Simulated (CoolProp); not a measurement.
The numbers come from the reference Helmholtz-energy equation of state, Gao 2022 in CoolProp.

Give the vapour pressure (MPa), liquid cp (kJ/(kg K)), vapour Z of saturated n-perfluorohexane at 375.2, 421.8, 437.4 K.


```
T (K)  p (MPa)  liquid cp (kJ/(kg K))  vapour Z
-----  -------  ---------------------  --------
375.2    0.374                   1.18     0.836
421.8     1.05                   1.38     0.628
437.4     1.42                   1.77     0.496
```
